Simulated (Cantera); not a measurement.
Charge: 1 mol FeS, 2.6 mol H2, 18 mol N2, equilibrated at 10.0 mbar.

Method: chemical equilibrium by Gibbs-energy minimisation in Cantera with the NASA 1993 tables (ideal gas, pure condensed phases). Candidate condensed phases: Fe, FeS, FeS2, S; 16 gas species. Metal and sulfide melt together well below either melting point, which pure phases cannot show. Mutual solubility and eutectic melting of coexisting phases are not modelled. FeS: taken at fixed stoichiometry. Equilibrium is a limit: real reactors are often held back by kinetics, nucleation or transport.

**Question.** Which condensed phases are stable at each of these points (T (K)): 1323, 1398, 1473, 1548, 1623, 1698, 1773, 1848, 1923, 1998, 2073?

**Answer.** 
| T (K) | condensed phases | Fe condensed (%) |
|---|---|---|
| 1323 | Fe(γ) + FeS(s) | 100.0 |
| 1398 | Fe(γ) + FeS(s) | 100.0 |
| 1473 | Fe(γ) + FeS(l) | 100.0 |
| 1548 | Fe(γ) + FeS(l) | 99.9 |
| 1623 | Fe(γ) + FeS(l) | 99.7 |
| 1698 | Fe(δ) + FeS(l) | 98.7 |
| 1773 | Fe(δ) | 95.8 |
| 1848 | Fe(l) | 87.9 |
| 1923 | Fe(l) | 68.2 |
| 1998 | Fe(l) | 21.6 |
| 2073 | gas only | 0.0 |

From 1323 K to 1398 K the condensed part is Fe(γ) + FeS(s). From 1473 K to 1623 K the condensed part is Fe(γ) + FeS(l). At 1698 K the condensed part is Fe(δ) + FeS(l). At 1773 K the condensed part is Fe(δ). From 1848 K to 1998 K the condensed part is Fe(l). At 2073 K nothing is condensed.
